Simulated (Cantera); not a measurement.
# Ignition delay

Mixture: CH₄ : H₂ : O₂ : N₂ : H₂O = 1 : 1.2 : 4.91 : 18.4 : 0.63 (molar parts), at 0.987 atm, adiabatic and at constant pressure. Ignition delay is the time to a rise of 400 K.

Detailed kinetics in Cantera: GRI-Mech 3.0 (53 species, 325 reactions).

```tsv
T0 (K)	delay (ms)
1200	0.538
1275	0.297
1350	0.180
1425	0.117
1500	0.0813
1575	0.0589
1650	0.0441
1725	0.0338
```

The apparent activation energy between 1575 and 1725 K is 84 kJ/mol.
